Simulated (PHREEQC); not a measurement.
Reverse-osmosis reject

Model water analysis in mg/L, 25 °C, pH 6.52, pe 2.3: Na 203; K 40.6; Ca 132; Mg 42.1; Cl 277; S(6) as SO4 350; Alkalinity as HCO3 296; Fe(2) 6.73; Sr 1.06; Si as SiO2 27.4; B 0.41.

Valence states are taken as typed.

The numbers come from PHREEQC with the ion-association model, phreeqc.dat.

| Item | Result |
|---|---|
| ionic strength | 0.0255 mol/kgw |
| specific conductance | 1950 µS/cm |
| charge-balance error | 0.6 % |

```json
[
 {"species": "Na+", "molality": "0.00876", "activity": "0.00754", "log γ": "-0.065"},
 {"species": "Cl-", "molality": "0.00782", "activity": "0.00669", "log γ": "-0.068"},
 {"species": "HCO3-", "molality": "0.00467", "activity": "0.00404", "log γ": "-0.063"},
 {"species": "SO4-2", "molality": "0.00284", "activity": "0.00156", "log γ": "-0.259"},
 {"species": "Ca+2", "molality": "0.00278", "activity": "0.00155", "log γ": "-0.254"},
 {"species": "CO2", "molality": "0.00273", "activity": "0.00274", "log γ": "0.003"},
 {"species": "Mg+2", "molality": "0.00140", "activity": "0.000792", "log γ": "-0.248"},
 {"species": "K+", "molality": "0.00103", "activity": "0.000879", "log γ": "-0.068"},
 {"species": "H4SiO4", "molality": "0.000456", "activity": "0.000459", "log γ": "0.003"},
 {"species": "CaSO4", "molality": "0.000428", "activity": "0.000430", "log γ": "0.003"},
 {"species": "MgSO4", "molality": "0.000289", "activity": "0.000290", "log γ": "0.003"},
 {"species": "CaHCO3+", "molality": "9.20e-5", "activity": "7.98e-5", "log γ": "-0.062"},
 {"species": "Fe+2", "molality": "8.39e-5", "activity": "4.75e-5", "log γ": "-0.248"}
]
```

Precipitation was switched off in this run. Examples of supersaturated solids here: Siderite, Quartz (slow to form). Others may be too.
